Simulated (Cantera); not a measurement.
A closed system holds: 1 mol SiCl4, 0.015 mol C2H2, 1400 mol H2, equilibrated at 0.00290 bar.

Cantera equilibrium calculation (NASA polynomials, part measured and part estimated; ideal gas, pure solids and liquids). Candidate condensed phases: C, C6H6, C7H8, C8H18, Si, SiC; 109 gas species. Mutual solubility and eutectic melting of coexisting phases are not modelled. Equilibrium is a limit: real reactors are often held back by kinetics, nucleation or transport. All values below are at 1375 K.

Base state: H2 0.997, HCl 0.00281, H 6.35e-5, SiCl2 2.28e-5 (mole fractions); condensed: Si(s) + SiC(s).

Task: What changes in the equilibrium state with this change: H2 from 1400 to 55 mol?

Result: 
```tsv
species	before	after
H2	0.997	0.939
HCl	0.00281	0.0526
SiCl2	2.28e-5	0.00850
SiCl4	<1e-9	1.21e-5
SiCl3	2.07e-8	0.000149
SiHCl3	1.96e-9	1.37e-5
H	6.35e-5	6.16e-5
Si(s), mol	0.937	0.475
SiC(s), mol	0.0299	0.0300
```
The tables' values for SiCl3 are old estimates; treat these amounts as uncertain.
